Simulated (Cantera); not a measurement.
Cantera run:

```python
import numpy as np
import cantera as ct

gas_names = [...]  # 91 gases of nasa_gas.yaml made of C, Cl, H
cond_names = """
    C(gr) C6H6(L) C7H8(L) C8H18(L),n-octa
""".split()


# ... load() reads the species with a 1 bar reference pressure and builds the phases ...
atoms = {
    'CH3Cl': {'C': 1, 'H': 3, 'CL': 1},
    'CH4': {'C': 1, 'H': 4},
    'H2': {'H': 2},
}
top_T = {'C(gr)': 4500}  # K; cautious upper limits of use, not melting points


# ... equilibrate(T, P, feed) seeds the gas with the atoms and calls Mixture.equilibrate('TP', solver="vcs", rtol=1e-11, max_steps=5000) ...
results = []
feed = {'CH3Cl': 1, 'CH4': 0.88, 'H2': 12}  # mol
for P in [1, 4.2, 18, 75, 320, 1300, 5600, 24000, 100000]:
    for T in [2048, 2123, 2198, 2273, 2348, 2423, 2498, 2573, 2648, 2723, 2798, 2873, 2948]:
        mix = equilibrate(T, P, feed)
        results.append((T, P, feed, dict(zip(mix.species_names, mix.species_moles))))

for T, P, feed, n in results:
    print(f"{T:7g} {P:10.4g}  " + (" + ".join(c for c in cond_names if n.get(c, 0) > 1e-12) or "gas only"))
```

It prints:

```
   2048          1  C(gr)
   2123          1  C(gr)
   2198          1  C(gr)
   2273          1  C(gr)
   2348          1  C(gr)
   2423          1  C(gr)
   2498          1  gas only
   2573          1  gas only
   2648          1  gas only
   2723          1  gas only
   2798          1  gas only
   2873          1  gas only
   2948          1  gas only
   2048        4.2  C(gr)
   2123        4.2  C(gr)
   2198        4.2  C(gr)
   2273        4.2  C(gr)
   2348        4.2  C(gr)
   2423        4.2  C(gr)
   2498        4.2  C(gr)
   2573        4.2  gas only
   2648        4.2  gas only
   2723        4.2  gas only
   2798        4.2  gas only
   2873        4.2  gas only
   2948        4.2  gas only
   2048         18  C(gr)
   2123         18  C(gr)
   2198         18  C(gr)
   2273         18  C(gr)
   2348         18  C(gr)
   2423         18  C(gr)
   2498         18  C(gr)
   2573         18  C(gr)
   2648         18  gas only
   2723         18  gas only
   2798         18  gas only
   2873         18  gas only
   2948         18  gas only
   2048         75  C(gr)
   2123         75  C(gr)
   2198         75  C(gr)
   2273         75  C(gr)
   2348         75  C(gr)
   2423         75  C(gr)
   2498         75  C(gr)
   2573         75  C(gr)
   2648         75  C(gr)
   2723         75  C(gr)
   2798         75  gas only
   2873         75  gas only
   2948         75  gas only
   2048        320  C(gr)
   2123        320  C(gr)
   2198        320  C(gr)
   2273        320  C(gr)
   2348        320  C(gr)
   2423        320  C(gr)
   2498        320  C(gr)
   2573        320  C(gr)
   2648        320  C(gr)
   2723        320  C(gr)
   2798        320  C(gr)
   2873        320  gas only
   2948        320  gas only
   2048       1300  C(gr)
   2123       1300  C(gr)
   2198       1300  C(gr)
   2273       1300  C(gr)
   2348       1300  C(gr)
   2423       1300  C(gr)
   2498       1300  C(gr)
   2573       1300  C(gr)
   2648       1300  C(gr)
   2723       1300  C(gr)
   2798       1300  C(gr)
   2873       1300  C(gr)
   2948       1300  gas only
   2048       5600  C(gr)
   2123       5600  C(gr)
   2198       5600  C(gr)
   2273       5600  C(gr)
   2348       5600  C(gr)
   2423       5600  C(gr)
   2498       5600  C(gr)
   2573       5600  C(gr)
   2648       5600  C(gr)
   2723       5600  C(gr)
   2798       5600  C(gr)
   2873       5600  C(gr)
   2948       5600  C(gr)
   2048    2.4e+04  C(gr)
   2123    2.4e+04  C(gr)
   2198    2.4e+04  C(gr)
   2273    2.4e+04  C(gr)
   2348    2.4e+04  C(gr)
   2423    2.4e+04  C(gr)
   2498    2.4e+04  C(gr)
   2573    2.4e+04  C(gr)
   2648    2.4e+04  C(gr)
   2723    2.4e+04  C(gr)
   2798    2.4e+04  C(gr)
   2873    2.4e+04  C(gr)
   2948    2.4e+04  C(gr)
   2048      1e+05  C(gr)
   2123      1e+05  C(gr)
   2198      1e+05  C(gr)
   2273      1e+05  C(gr)
   2348      1e+05  C(gr)
   2423      1e+05  C(gr)
   2498      1e+05  C(gr)
   2573      1e+05  C(gr)
   2648      1e+05  C(gr)
   2723      1e+05  C(gr)
   2798      1e+05  C(gr)
   2873      1e+05  C(gr)
   2948      1e+05  C(gr)
```

Equilibrium computed with Cantera from the NASA thermochemical tables; the gas is ideal and each condensed phase is pure.
